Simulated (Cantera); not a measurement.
What does this Cantera script print?

```python
import numpy as np
import cantera as ct

gas_names = """
    H HNO HNO2 HNO3 HO2 H2 H2O H2O2 Hg N NH NH2 NH3 NH2OH NO NO2 NO3 N2 N2H2 N2H4 N2O O OH O2 O3
""".split()
cond_names = """
    H2O(s) H2O(L) Hg(cr) Hg(L) HgO(s)
""".split()


# ... load() reads the species with a 1 bar reference pressure and builds the phases ...
atoms = {
    'HgO': {'Hg': 1, 'O': 1},
    'H2': {'H': 2},
    'N2': {'N': 2},
}
top_T = {}  # K; cautious upper limits of use, not melting points


# ... equilibrate(T, P, feed) seeds the gas with the atoms and calls Mixture.equilibrate('TP', solver="vcs", rtol=1e-11, max_steps=5000) ...
results = []
feed = {'HgO': 1, 'H2': 6, 'N2': 0.26}  # mol
P = 22000  # Pa
for T in [475, 550, 625, 700, 775, 850, 925, 1000, 1075, 1150, 1225, 1300, 1375, 1450]:
    mix = equilibrate(T, P, feed)
    results.append((T, P, feed, dict(zip(mix.species_names, mix.species_moles))))
    x = sorted(zip(gas.X, gas.species_names), reverse=True)
    print(f"T = {T:g} K  P = {P:g} Pa  gas = {mix.phase_moles(0):.4g} mol")
    print("   x: " + "  ".join(f"{s} {v:.3e}" for v, s in x if v > 1e-06))
    print("   condensed (mol): " + ("  ".join(f"{mix.phase(i).name} {mix.phase_moles(i):.4g}"
          for i in range(1, mix.n_phases) if mix.phase_moles(i) > 1e-12) or "none"))
```

Result:

```
T = 475 K  P = 22000 Pa  gas = 6.931 mol
   x: H2 7.012e-01  H2O 1.443e-01  Hg 1.103e-01  N2 3.077e-02  NH3 1.349e-02
   condensed (mol): Hg(L) 0.2356
T = 550 K  P = 22000 Pa  gas = 7.242 mol
   x: H2 6.867e-01  Hg 1.381e-01  H2O 1.381e-01  N2 3.467e-02  NH3 2.461e-03
   condensed (mol): none
T = 625 K  P = 22000 Pa  gas = 7.255 mol
   x: H2 6.882e-01  H2O 1.378e-01  Hg 1.378e-01  N2 3.551e-02  NH3 6.510e-04
   condensed (mol): none
T = 700 K  P = 22000 Pa  gas = 7.258 mol
   x: H2 6.885e-01  H2O 1.378e-01  Hg 1.378e-01  N2 3.571e-02  NH3 2.225e-04
   condensed (mol): none
T = 775 K  P = 22000 Pa  gas = 7.259 mol
   x: H2 6.886e-01  H2O 1.378e-01  Hg 1.378e-01  N2 3.577e-02  NH3 9.218e-05
   condensed (mol): none
T = 850 K  P = 22000 Pa  gas = 7.26 mol
   x: H2 6.887e-01  H2O 1.377e-01  Hg 1.377e-01  N2 3.579e-02  NH3 4.415e-05
   condensed (mol): none
T = 925 K  P = 22000 Pa  gas = 7.26 mol
   x: H2 6.887e-01  H2O 1.377e-01  Hg 1.377e-01  N2 3.580e-02  NH3 2.366e-05
   condensed (mol): none
T = 1000 K  P = 22000 Pa  gas = 7.26 mol
   x: H2 6.887e-01  Hg 1.377e-01  H2O 1.377e-01  N2 3.581e-02  NH3 1.385e-05
   condensed (mol): none
T = 1075 K  P = 22000 Pa  gas = 7.26 mol
   x: H2 6.887e-01  Hg 1.377e-01  H2O 1.377e-01  N2 3.581e-02  NH3 8.708e-06
   condensed (mol): none
T = 1150 K  P = 22000 Pa  gas = 7.26 mol
   x: H2 6.887e-01  Hg 1.377e-01  H2O 1.377e-01  N2 3.581e-02  NH3 5.802e-06
   condensed (mol): none
T = 1225 K  P = 22000 Pa  gas = 7.26 mol
   x: H2 6.887e-01  Hg 1.377e-01  H2O 1.377e-01  N2 3.581e-02  NH3 4.056e-06
   condensed (mol): none
T = 1300 K  P = 22000 Pa  gas = 7.26 mol
   x: H2 6.887e-01  Hg 1.377e-01  H2O 1.377e-01  N2 3.581e-02  NH3 2.952e-06  H 1.957e-06
   condensed (mol): none
T = 1375 K  P = 22000 Pa  gas = 7.26 mol
   x: H2 6.887e-01  Hg 1.377e-01  H2O 1.377e-01  N2 3.581e-02  H 6.063e-06  NH3 2.222e-06
   condensed (mol): none
T = 1450 K  P = 22000 Pa  gas = 7.26 mol
   x: H2 6.887e-01  Hg 1.377e-01  H2O 1.377e-01  N2 3.581e-02  H 1.673e-05  NH3 1.722e-06
   condensed (mol): none
```

These are equilibrium values from Cantera (NASA tables, ideal gas, pure condensed phases), not measurements of a reactor.
